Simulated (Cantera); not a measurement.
**Equilibrium for silicon etching in halogen gases: Si + NF₃ + N₂ + F₂**

Input: 1 mol Si, a varied amount of NF₃, 1.3 mol N₂, 0.88 mol F₂, held at 350 °C and 75.0 Torr.

These are equilibrium values from Cantera (NASA tables, ideal gas, pure condensed phases), not measurements of a reactor. Candidate condensed phases: Si, Si₃N₄; 16 gas species. Kinetics and transport are ignored.

At 0.65 mol NF₃ the condensed part is Si₃N₄(s). From 0.89 mol NF₃ to 7.9 mol NF₃ nothing is condensed. The main Si-bearing gas is SiF₄ throughout.

```tsv
n(NF₃) (mol)	x NF₃	x N₂	x SiF₄	x F₂	n Si₃N₄(s)
0.65	<1e-12	0.630	0.370	<1e-12	0.0242
0.89	0.0492	0.594	0.354	0.00238	0
1.2	0.141	0.535	0.319	0.00499	0
1.7	0.256	0.462	0.274	0.00779	0
2.3	0.358	0.397	0.235	0.0102	0
3.1	0.456	0.334	0.197	0.0127	0
4.2	0.548	0.275	0.162	0.0154	0
5.8	0.634	0.220	0.128	0.0182	0
7.9	0.704	0.175	0.100	0.0211	0
```
x: gas mole fraction; n: condensed amount in mol.
